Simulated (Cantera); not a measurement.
An isothermal plug-flow reactor at 925 K and 1.00 bar (inlet), inlet velocity 0.74 m/s, active area per volume 400 1/m; feed CH₄ : O₂ : N₂ = 0.0044 : 0.14 : 0.79 (molar parts).

Model: Deutschmann's 1995 Pt surface mechanism with GRI-Mech 3.0 gas chemistry, integrated in Cantera. Catalytic surfaces can have several steady states; this one follows from the mechanism file's or the stated starting coverage. Mass transfer to the wall is taken as infinitely fast.

**Question.** What does this change do: pressure from 1.00 bar to 0.480 bar?

**Answer.** 
```
quantity                  before     after
----------------------  --------  --------
x(CH₄) at z = 0.005 m    0.00450   0.00436
x(O₂) at z = 0.005 m       0.149     0.149
x(H₂O) at z = 0.005 m   0.000426  0.000707
x(CO₂) at z = 0.005 m   0.000212  0.000352
x(CO) at z = 0.005 m     1.40e-6   1.50e-6
θ(free Pt) at the exit     0.109     0.137
θ(O*) at the exit          0.890     0.862
```

**Question.** What does this change do: pressure from 1.00 bar to 0.670 bar?

**Answer.** 
| quantity | before | after |
|---|---|---|
| x(CH₄) at z = 0.005 m | 0.00450 | 0.00443 |
| x(O₂) at z = 0.005 m | 0.149 | 0.149 |
| x(H₂O) at z = 0.005 m | 0.000426 | 0.000565 |
| x(CO₂) at z = 0.005 m | 0.000212 | 0.000281 |
| x(CO) at z = 0.005 m | 1.40e-6 | 1.45e-6 |
| θ(free Pt) at the exit | 0.109 | 0.124 |
| θ(O*) at the exit | 0.890 | 0.875 |

**Question.** What does this change do: O2 0.14 to 0.045 parts?

**Answer.** 
```
quantity                  before     after
----------------------  --------  --------
x(CH₄) at z = 0.005 m    0.00450   0.00476
x(O₂) at z = 0.005 m       0.149    0.0526
x(H₂O) at z = 0.005 m   0.000426  0.000966
x(CO₂) at z = 0.005 m   0.000212  0.000481
x(CO) at z = 0.005 m     1.40e-6   1.71e-6
θ(free Pt) at the exit     0.109     0.151
θ(O*) at the exit          0.890     0.848
```
